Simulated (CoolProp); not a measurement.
Values from CoolProp's reference Helmholtz-energy equation of state, Lemmon 2006. It is a short technical equation, of lower accuracy than the large ones.

Task: For C2F6 (R116), give the phase and the cv (kJ/(kg K)) at 425 K and 8.31 MPa; 425 K and 22.2 MPa.

Result: 
- 425 K and 8.31 MPa: supercritical; cv 0.906
- 425 K and 22.2 MPa: supercritical; cv 0.915
